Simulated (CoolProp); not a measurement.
Vapour-liquid equilibrium of R22 (1) + R11 (2) at 0.495 bar; x and y are mole fractions of (1).

Model: multi-fluid Helmholtz-energy mixture model, Kamei 1995 and Jacobsen 1992; pair parameters Bell 2016, in CoolProp.

| x | bubble temperature (°C) | y at the bubble point | dew temperature at overall composition x (°C) | liquid density (mol/L) |
|---|---|---|---|---|
| 0.05 | -11.9 | 0.544 | 3.8 | ? |
| 0.2 | -33.1 | 0.869 | -0.2 | 12.38 |
| 0.35 | -41.2 | 0.930 | -4.7 | ? |
| 0.5 | -45.7 | 0.956 | -10.1 | ? |
| 0.65 | -48.9 | 0.971 | -17.0 | 14.61 |
| 0.8 | -51.6 | 0.984 | -26.7 | ? |
| 0.95 | -54.2 | 0.996 | -44.7 | 16.42 |

Q: Fill in the missing entries.

A: 
- 0.05, liquid density (mol/L): 11.51
- 0.35, liquid density (mol/L): 13.10
- 0.5, liquid density (mol/L): 13.83
- 0.8, liquid density (mol/L): 15.46

No azeotrope shows between x = 0.05 and 0.95.

Pair parameters are fitted to limited data, so mixtures are less certain than the pure fluids.
